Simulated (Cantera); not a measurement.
A Cantera script and its output.

```python
import numpy as np
import cantera as ct

gas = ct.Solution("gri30.yaml")


def delay(T, t_max=10):
    gas.TPX = T, 500000, {'C2H4': 1, 'O2': 2.31, 'N2': 8.68, 'CO2': 2}
    reactor = ct.IdealGasConstPressureReactor(gas, clone=False)
    net = ct.ReactorNet([reactor])
    net.rtol, net.atol = 1e-8, 1e-16
    while net.time < t_max:
        t_old, T_old = net.time, reactor.T
        net.step()
        if reactor.T > T + 400:  # ignition: a rise of 400 K
            return t_old + (T + 400 - T_old) / (reactor.T - T_old) * (net.time - t_old)
    return np.nan


taus = []
for T in [1125, 1200, 1275, 1350, 1425]:
    taus.append(delay(T))
    print(f"T0 = {T:6g} K   tau = {taus[-1]:.4e} s")

# d ln(tau) / d ln(k), from doubling and halving each rate constant
T, sens = 1275, []
for i in range(gas.n_reactions):
    gas.set_multiplier(2.0, i)
    up = delay(T)
    gas.set_multiplier(0.5, i)
    down = delay(T)
    gas.set_multiplier(1.0, i)
    sens.append((np.log(up / down) / np.log(4.0), gas.reaction(i).equation))
sens.sort(key=lambda x: -abs(x[0]))
print(f"sensitivities at {T} K")
for s, eq in sens[:10]:
    print(f"{s:8.3f}  {eq}")
```

It prints:

```
T0 =   1125 K   tau = 7.6748e-03 s
T0 =   1200 K   tau = 9.6299e-04 s
T0 =   1275 K   tau = 1.5810e-04 s
T0 =   1350 K   tau = 3.6441e-05 s
T0 =   1425 K   tau = 1.5286e-05 s
sensitivities at 1275 K
  -1.375  C2H3 + O2 <=> CH2CHO + O
  -1.295  H + O2 <=> O + OH
   1.221  C2H3 + O2 <=> CH2O + HCO
  -0.854  C2H4 + O <=> CH2CHO + H
   0.833  C2H4 + O <=> CH3 + HCO
   0.647  C2H4 + H (+M) <=> C2H5 (+M)
  -0.373  C2H4 + H <=> C2H3 + H2
  -0.364  C2H4 + CH3 <=> C2H3 + CH4
   0.332  H + O2 + N2 <=> HO2 + N2
  -0.268  HCO + M <=> CO + H + M
```

Detailed kinetics in Cantera: GRI-Mech 3.0 (53 species, 325 reactions). GRI-Mech 3.0 was tuned for natural gas; its chemistry of ethylene as a main component is partial and can be far from experiment.
